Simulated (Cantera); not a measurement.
What does this Cantera script print?

```python
import numpy as np
import cantera as ct

gas = ct.Solution("gri30.yaml")


def delay(T, t_max=10):
    gas.TPX = T, 101325, {'CH4': 1, 'C2H6': 0.047, 'C3H8': 0.32, 'O2': 2.69, 'N2': 10.1}
    reactor = ct.IdealGasConstPressureReactor(gas, clone=False)
    net = ct.ReactorNet([reactor])
    net.rtol, net.atol = 1e-8, 1e-16
    while net.time < t_max:
        t_old, T_old = net.time, reactor.T
        net.step()
        if reactor.T > T + 400:  # ignition: a rise of 400 K
            return t_old + (T + 400 - T_old) / (reactor.T - T_old) * (net.time - t_old)
    return np.nan


taus = []
for T in [1025, 1125, 1225, 1325, 1425, 1525]:
    taus.append(delay(T))
    print(f"T0 = {T:6g} K   tau = {taus[-1]:.4e} s")
```

Output:

```
T0 =   1025 K   tau = 2.3311e-01 s
T0 =   1125 K   tau = 3.2693e-02 s
T0 =   1225 K   tau = 4.9270e-03 s
T0 =   1325 K   tau = 9.8101e-04 s
T0 =   1425 K   tau = 2.7193e-04 s
T0 =   1525 K   tau = 1.0158e-04 s
```

Detailed kinetics in Cantera: GRI-Mech 3.0 (53 species, 325 reactions). GRI-Mech 3.0 was tuned for natural gas; its chemistry of propane as a main component is partial and can be far from experiment.
